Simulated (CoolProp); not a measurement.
Computed with CoolProp (reference Helmholtz-energy equation of state, Thol 2017).

For decamethyltetrasiloxane (MD2M), give the phase and the density (kg/m³), cv (kJ/(kg K)), speed of sound (m/s), Joule-Thomson coefficient (K/MPa) at 263.45 °C and 0.101 MPa; 284.65 °C and 0.101 MPa.


- 263.45 °C and 0.101 MPa: gas; density 7.36, cv 1.90, speed of sound 115, Joule-Thomson coefficient 12.0
- 284.65 °C and 0.101 MPa: gas; density 7.03, cv 1.94, speed of sound 118, Joule-Thomson coefficient 10.7
